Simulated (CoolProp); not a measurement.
The numbers come from the reference Helmholtz-energy equation of state, Wagner 2002 in CoolProp.

**Question.** For water, give the phase and the Joule-Thomson coefficient (K/MPa), conductivity (mW/(m K)) at 205.45 °C and 0.0444 MPa; 223.15 °C and 32.7 MPa.

**Answer.** 
- 205.45 °C and 0.0444 MPa: gas; Joule-Thomson coefficient 22.5, conductivity 33.8
- 223.15 °C and 32.7 MPa: liquid; Joule-Thomson coefficient -0.0874, conductivity 670

Thermal conductivity comes from a separate model (Huber 2012).
